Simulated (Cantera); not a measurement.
An isothermal, constant-pressure homogeneous reactor starts with CO : O2 : H2O : N2 = 0.001 : 0.0031 : 0.024 : 1 (molar parts), equivalence ratio 0.16, at 1475 K and 14000 Pa. Integrator tolerance rtol = 1e-08.

Detailed kinetics in Cantera: GRI-Mech 3.0 (53 species, 325 reactions).

Question: What does this change do: N2 1 to 4 parts?

Answer: 
```
quantity                                             before                                      after
----------------  -----------------------------------------  -----------------------------------------
x(CO) at 30.0 s     1.74e-7 (gas-phase equilibrium 1.76e-7)    1.24e-7 (gas-phase equilibrium 9.02e-8)
x(O2) at 30.0 s     0.00253 (gas-phase equilibrium 0.00246)  0.000644 (gas-phase equilibrium 0.000612)
x(H2O) at 30.0 s      0.0233 (gas-phase equilibrium 0.0233)    0.00595 (gas-phase equilibrium 0.00596)
x(NO2) at 30.0 s   4.57e-11 (gas-phase equilibrium 3.05e-8)   2.08e-11 (gas-phase equilibrium 7.66e-9)
x(CO2) at 30.0 s  0.000973 (gas-phase equilibrium 0.000973)  0.000248 (gas-phase equilibrium 0.000248)
x(OH) at 30.0 s     1.65e-5 (gas-phase equilibrium 1.63e-5)    6.98e-6 (gas-phase equilibrium 5.83e-6)
x(H) at 30.0 s      4.53e-8 (gas-phase equilibrium 4.56e-8)    5.32e-8 (gas-phase equilibrium 3.26e-8)
```
